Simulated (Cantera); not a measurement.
Input (Python, Cantera) and output of one run.

```python
import numpy as np
import cantera as ct

gas_names = """
    B BH BH2 BH3 BN BO BO2 B2 B2O B2O2 B2O3 B3O3H3 H HBO HBO2 HNO HNO2 HNO3 HO2 H2 H2O H2O2 H3B3O6 N NH
    NH2 NH3 NH2OH NO NO2 NO3 N2 N2H2 N2H4 N2O O OH O2 O3
""".split()
cond_names = """
    B(b) B(L) BN(s) B2O3(L) B3O3H3(cr) H2O(s) H2O(L)
""".split()


def load(file, names, dense=False):
    # The tables refer to 1 bar. Condensed volumes are neglected.
    table = {s.name: s for s in ct.Species.list_from_file(file)}
    out = []
    for n in names:
        d = dict(table[n].input_data)
        d["thermo"] = dict(d["thermo"], **{"reference-pressure": 1e5})
        if dense:
            d["equation-of-state"] = {"model": "constant-volume", "density": "1e6 g/cm^3"}
        out.append(ct.Species.from_dict(d))
    return out


gas = ct.Solution(thermo="ideal-gas", species=load("nasa_gas.yaml", gas_names))
cond = {s.name: ct.Solution(thermo="fixed-stoichiometry", species=[s], name=s.name)
        for s in load("nasa_condensed.yaml", cond_names, dense=True)}
atoms = {
    'B2H6': {'B': 2, 'H': 6},
    'NH3': {'N': 1, 'H': 3},
    'H2O': {'H': 2, 'O': 1},
}
top_T = {'BN(s)': 3200}  # K; cautious upper limits of use, not melting points


def equilibrate(T, P, feed):
    n = {}
    for name, mol in feed.items():
        for a, k in atoms[name].items():
            n[a] = n.get(a, 0.0) + k * mol
    gas.TPX = T, P, n
    mass = sum(n.values()) * gas.mean_molecular_weight
    gas.equilibrate("TP")
    valid = [c for c in cond.values() if c.min_temp <= T <= top_T.get(c.name, c.max_temp)]
    mix = ct.Mixture([(gas, mass / gas.mean_molecular_weight)] + [(c, 0.0) for c in valid])
    mix.T, mix.P = T, P
    mix.equilibrate("TP", solver="vcs", rtol=1e-11, max_steps=5000)
    return mix


results = []
P = 100000  # Pa
for T in [1323, 1423, 1523, 1623, 1723, 1823, 1923, 2023, 2123, 2223, 2323]:
    for m in [0.43, 0.78, 1.1, 1.5, 1.8, 2.2, 2.6, 2.9, 3.3]:
        feed = {'B2H6': 1, 'NH3': m, 'H2O': 0.28}  # mol
        mix = equilibrate(T, P, feed)
        results.append((T, P, feed, dict(zip(mix.species_names, mix.species_moles))))

for T, P, feed, n in results:
    print(f"{T:7g} {feed['NH3']:10.4g}  " + (" + ".join(c for c in cond_names if n.get(c, 0) > 1e-12) or "gas only"))
```

Output:

```
   1323       0.43  B(b) + BN(s) + B2O3(L)
   1323       0.78  B(b) + BN(s) + B2O3(L)
   1323        1.1  B(b) + BN(s) + B2O3(L)
   1323        1.5  B(b) + BN(s) + B2O3(L)
   1323        1.8  BN(s) + B2O3(L)
   1323        2.2  BN(s) + B2O3(L)
   1323        2.6  BN(s) + B2O3(L)
   1323        2.9  BN(s) + B2O3(L)
   1323        3.3  BN(s) + B2O3(L)
   1423       0.43  B(b) + BN(s) + B2O3(L)
   1423       0.78  B(b) + BN(s) + B2O3(L)
   1423        1.1  B(b) + BN(s) + B2O3(L)
   1423        1.5  B(b) + BN(s) + B2O3(L)
   1423        1.8  BN(s) + B2O3(L)
   1423        2.2  BN(s) + B2O3(L)
   1423        2.6  BN(s) + B2O3(L)
   1423        2.9  BN(s) + B2O3(L)
   1423        3.3  BN(s) + B2O3(L)
   1523       0.43  B(b) + BN(s) + B2O3(L)
   1523       0.78  B(b) + BN(s) + B2O3(L)
   1523        1.1  B(b) + BN(s) + B2O3(L)
   1523        1.5  B(b) + BN(s) + B2O3(L)
   1523        1.8  BN(s) + B2O3(L)
   1523        2.2  BN(s) + B2O3(L)
   1523        2.6  BN(s) + B2O3(L)
   1523        2.9  BN(s) + B2O3(L)
   1523        3.3  BN(s) + B2O3(L)
   1623       0.43  B(b) + BN(s) + B2O3(L)
   1623       0.78  B(b) + BN(s) + B2O3(L)
   1623        1.1  B(b) + BN(s) + B2O3(L)
   1623        1.5  B(b) + BN(s) + B2O3(L)
   1623        1.8  BN(s) + B2O3(L)
   1623        2.2  BN(s) + B2O3(L)
   1623        2.6  BN(s) + B2O3(L)
   1623        2.9  BN(s) + B2O3(L)
   1623        3.3  BN(s) + B2O3(L)
   1723       0.43  B(b) + BN(s) + B2O3(L)
   1723       0.78  B(b) + BN(s) + B2O3(L)
   1723        1.1  B(b) + BN(s)
   1723        1.5  B(b) + BN(s)
   1723        1.8  BN(s) + B2O3(L)
   1723        2.2  BN(s) + B2O3(L)
   1723        2.6  BN(s) + B2O3(L)
   1723        2.9  BN(s) + B2O3(L)
   1723        3.3  BN(s) + B2O3(L)
   1823       0.43  B(b) + BN(s)
   1823       0.78  B(b) + BN(s)
   1823        1.1  B(b) + BN(s)
   1823        1.5  B(b) + BN(s)
   1823        1.8  BN(s)
   1823        2.2  BN(s)
   1823        2.6  BN(s)
   1823        2.9  BN(s)
   1823        3.3  BN(s)
   1923       0.43  B(b) + BN(s)
   1923       0.78  B(b) + BN(s)
   1923        1.1  B(b) + BN(s)
   1923        1.5  B(b) + BN(s)
   1923        1.8  BN(s)
   1923        2.2  BN(s)
   1923        2.6  BN(s)
   1923        2.9  BN(s)
   1923        3.3  BN(s)
   2023       0.43  B(b) + BN(s)
   2023       0.78  B(b) + BN(s)
   2023        1.1  B(b) + BN(s)
   2023        1.5  B(b) + BN(s)
   2023        1.8  BN(s)
   2023        2.2  BN(s)
   2023        2.6  BN(s)
   2023        2.9  BN(s)
   2023        3.3  BN(s)
   2123       0.43  B(b) + BN(s)
   2123       0.78  B(b) + BN(s)
   2123        1.1  B(b) + BN(s)
   2123        1.5  B(b) + BN(s)
   2123        1.8  BN(s)
   2123        2.2  BN(s)
   2123        2.6  BN(s)
   2123        2.9  BN(s)
   2123        3.3  BN(s)
   2223       0.43  B(b) + BN(s)
   2223       0.78  B(b) + BN(s)
   2223        1.1  B(b) + BN(s)
   2223        1.5  B(b) + BN(s)
   2223        1.8  BN(s)
   2223        2.2  BN(s)
   2223        2.6  BN(s)
   2223        2.9  BN(s)
   2223        3.3  BN(s)
   2323       0.43  B(b) + BN(s)
   2323       0.78  B(b) + BN(s)
   2323        1.1  B(b) + BN(s)
   2323        1.5  B(b) + BN(s)
   2323        1.8  BN(s)
   2323        2.2  BN(s)
   2323        2.6  BN(s)
   2323        2.9  BN(s)
   2323        3.3  BN(s)
```

Method: chemical equilibrium by Gibbs-energy minimisation in Cantera with the NASA 1993 tables (ideal gas, pure condensed phases). The feed counts by its element totals alone. Mutual solubility and eutectic melting of coexisting phases are not modelled. Gases not in the tables: H3BO3.
